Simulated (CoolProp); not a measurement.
Properties of n-perfluorobutane along the isotherm 439.7 K.

The numbers come from the reference Helmholtz-energy equation of state, Gao 2022 in CoolProp.

```
p (MPa)          phase  density (kg/m³)  cp (kJ/(kg K))  cv (kJ/(kg K))  Joule-Thomson coefficient (K/MPa)  fugacity coefficient
-------  -------------  ---------------  --------------  --------------  ---------------------------------  --------------------
0.29               gas            19.38          0.9823          0.9420                              5.378                0.9750
0.581              gas            39.91          0.9906          0.9439                              5.611                0.9501
0.871              gas            61.62               …          0.9459                              5.864                0.9255
1.16               gas            84.69           1.012          0.9482                              6.137                0.9011
1.45               gas            109.5           1.027          0.9507                              6.430                0.8768
1.74               gas            136.3               …          0.9535                              6.736                     …
2.03               gas            165.4           1.066          0.9566                                  …                0.8289
2.32               gas            197.1           1.093          0.9601                              7.345                0.8052
2.61     supercritical            231.9           1.125          0.9639                              7.614                0.7818
2.9      supercritical            270.2           1.165          0.9680                              7.825                0.7588
3.19     supercritical            312.3               …               …                              7.949                0.7362
3.48     supercritical            358.6           1.267          0.9768                              7.951                0.7140
```

Q: Complete the blanks.

A: 
- 0.871, cp (kJ/(kg K)): 1.000
- 1.74, cp (kJ/(kg K)): 1.044
- 1.74, fugacity coefficient: 0.8527
- 2.03, Joule-Thomson coefficient (K/MPa): 7.046
- 3.19, cp (kJ/(kg K)): 1.212
- 3.19, cv (kJ/(kg K)): 0.9724
